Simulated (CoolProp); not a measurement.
A closed Brayton cycle with carbon dioxide: compressor inlet 323.15 K and 9.9 MPa, high pressure 33.5 MPa, turbine inlet 855 K, compressor efficiency 0.85, turbine efficiency 0.9, recuperator effectiveness 0.9 (on enthalpy, no pinch check). Each further row changes one setting.

Model: reference Helmholtz-energy equation of state, Span 1996, in CoolProp.

```json
[
 {"case": "as stated", "thermal efficiency (%)": "36.2", "net work (kJ/kg)": "110", "compressor to turbine work": "0.33", "compressor exit (K)": "402.2", "turbine exit (K)": "706.3"},
 {"case": "turbine inlet 805 K", "thermal efficiency (%)": "…", "net work (kJ/kg)": "98.7", "compressor to turbine work": "…", "compressor exit (K)": "402.2", "turbine exit (K)": "661.4"},
 {"case": "compressor inlet 333.15 K", "thermal efficiency (%)": "34.4", "net work (kJ/kg)": "…", "compressor to turbine work": "0.40", "compressor exit (K)": "…", "turbine exit (K)": "706.3"},
 {"case": "high pressure 28.5 MPa", "thermal efficiency (%)": "…", "net work (kJ/kg)": "…", "compressor to turbine work": "…", "compressor exit (K)": "391.2", "turbine exit (K)": "725.3"},
 {"case": "recuperator effectiveness 0.5", "thermal efficiency (%)": "24.6", "net work (kJ/kg)": "110", "compressor to turbine work": "0.33", "compressor exit (K)": "402.2", "turbine exit (K)": "706.3"}
]
```

What belongs in the gaps?


- turbine inlet 805 K, thermal efficiency (%): 34.3
- turbine inlet 805 K, compressor to turbine work: 0.36
- compressor inlet 333.15 K, net work (kJ/kg): 98.0
- compressor inlet 333.15 K, compressor exit (K): 430.7
- high pressure 28.5 MPa, thermal efficiency (%): 35.2
- high pressure 28.5 MPa, net work (kJ/kg): 99.6
- high pressure 28.5 MPa, compressor to turbine work: 0.31
